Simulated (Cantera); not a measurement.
Adiabatic ignition

An adiabatic, constant-pressure homogeneous reactor starts with 11.0 % CH3OH, 18.6 % O2, 70.2 % N2, 0.208 % H2O, equivalence ratio 0.88, at 1300 K and 1.00 atm.

Cantera simulation using GRI-Mech 3.0 (53 species, 325 reactions); the numbers are that mechanism's predictions, not measurements. GRI-Mech 3.0 was tuned for natural gas; its chemistry of methanol as a main component is partial and can be far from experiment.

```csv
t (s),T (K),x CH3OH,x O2,x C2H4,x CH2CO,x HO2
3.00e-6,1300,0.110,0.186,<1e-12,<1e-12,2.13e-7
1.02e-5,1300,0.110,0.186,<1e-12,<1e-12,8.30e-7
3.45e-5,1300,0.110,0.186,1.34e-11,<1e-12,3.20e-6
0.000117,1300,0.110,0.186,1.03e-10,<1e-12,1.19e-5
0.000396,1300,0.109,0.186,3.73e-10,1.08e-12,3.97e-5
0.00134,1302,0.108,0.185,9.68e-10,2.84e-11,0.000180
0.00455,2608,<1e-12,0.0316,<1e-12,<1e-12,6.14e-6
0.0154,2601,<1e-12,0.0292,<1e-12,<1e-12,5.69e-6
0.0522,2600,<1e-12,0.0290,<1e-12,<1e-12,5.65e-6
0.177,2600,<1e-12,0.0290,<1e-12,<1e-12,5.65e-6
0.600,2600,<1e-12,0.0290,<1e-12,<1e-12,5.65e-6
```
x: mole fraction; the columns are a selection and need not sum to one.

| Quantity | Result |
|---|---|
| time of steepest temperature rise | 2.19 ms |
| temperature at 0.600 s | 2600 K |
| equilibrium temperature | 2600 K |
| x(CH3OH) at 0.600 s | <1e-12 (gas-phase equilibrium <1e-12) |
| x(O2) at 0.600 s | 0.0290 (gas-phase equilibrium 0.0290) |
| x(C2H4) at 0.600 s | <1e-12 (gas-phase equilibrium <1e-12) |
